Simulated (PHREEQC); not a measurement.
1.2 g of hydrous ferric oxide (600 m²/g; 0.2 weak and 0.005 strong sites per Fe, Dzombak-Morel constants, diffuse double layer) in 1 kg of water with 0.05 mol/kgw of an inert sodium salt and 0.018 mmol/kgw ZnCl2, at 25 °C; the pH is set by adding NaOH or the inert anion's acid. Oxygen alone is held at its pressure in air (log pO2 = -0.68). CO2 from the air is kept out. Precipitation was switched off in this run.

Base run: PHREEQC, ion-association model, wateq4f.dat. Each further column changes one thing. The table gives surface charge σ (C/m²).

| pH | base | background salt from 0.05 to 0.005 mol/kgw | oxide from 1.2 to 6 g/kgw | 0.0011 mol/kgw Na2SO4 added |
|---|---|---|---|---|
| 3 | 0.357 | 0.309 | 0.359 | 0.106 |
| 3.67 | 0.324 | 0.229 | 0.327 | 0.102 |
| 4.33 | 0.259 | 0.152 | 0.263 | 0.094 |
| 5 | 0.181 | 0.092 | 0.184 | 0.077 |
| 5.67 | 0.115 | (withheld) | 0.116 | (withheld) |
| 6.33 | 0.068 | 0.027 | 0.068 | 0.042 |
| 7 | 0.035 | 0.013 | 0.034 | 0.027 |
| 7.67 | 0.012 | (withheld) | 0.012 | 0.011 |
| 8.33 | -0.005 | -0.002 | -0.006 | -0.006 |
| 9 | -0.026 | -0.009 | -0.026 | -0.026 |
| 9.67 | -0.054 | (withheld) | -0.055 | -0.055 |
| 10.33 | -0.096 | -0.043 | -0.098 | -0.098 |
| 11 | -0.157 | (withheld) | -0.160 | -0.160 |

**Question.** Some entries are withheld; supply them.

**Answer.** 
- 5.67, background salt from 0.05 to 0.005 mol/kgw: 0.052
- 5.67, 0.0011 mol/kgw Na2SO4 added: 0.058
- 7.67, background salt from 0.05 to 0.005 mol/kgw: 0.004
- 9.67, background salt from 0.05 to 0.005 mol/kgw: -0.021
- 11, background salt from 0.05 to 0.005 mol/kgw: -0.081

The oxide is taken as insoluble; below pH 4 it would dissolve.
